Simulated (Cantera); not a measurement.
Predominance diagram of Mg at 600 K against the partial pressures of O2 and Br2 (log10, bar). Source: NASA polynomial tables (part measured, part estimated), evaluated in Cantera. Candidates: Mg(s), MgBr2(s), MgO(s). Only these pure phases compete in this equilibrium. Not in the tables: oxide halides.

```
log p(Br2) \ log p(O2)
        columns: -64, -61, -57.9, -54.9, -51.8, -48.8, -45.7, -42.7, -39.6, -36.6, -33.5, -30.5, -27.4, -24.4, -21.3, -18.3, -15.2, -12.2, -9.1, -6.1, -3, 0
      1  A A A A A A A A A A A A A A A A A A B B B B
   -1.8  A A A A A A A A A A A A A A A A B B B B B B
   -4.6  A A A A A A A A A A A A A A B B B B B B B B
   -7.5  A A A A A A A A A A A A B B B B B B B B B B
  -10.3  A A A A A A A A A A B B B B B B B B B B B B
  -13.1  A A A A A A A A A B B B B B B B B B B B B B
  -15.9  A A A A A A A B B B B B B B B B B B B B B B
  -18.7  A A A A A B B B B B B B B B B B B B B B B B
  -21.5  A A A B B B B B B B B B B B B B B B B B B B
  -24.4  A B B B B B B B B B B B B B B B B B B B B B
  -27.2  B B B B B B B B B B B B B B B B B B B B B B
    -30  B B B B B B B B B B B B B B B B B B B B B B
```

A: MgBr2(s); B: MgO(s).
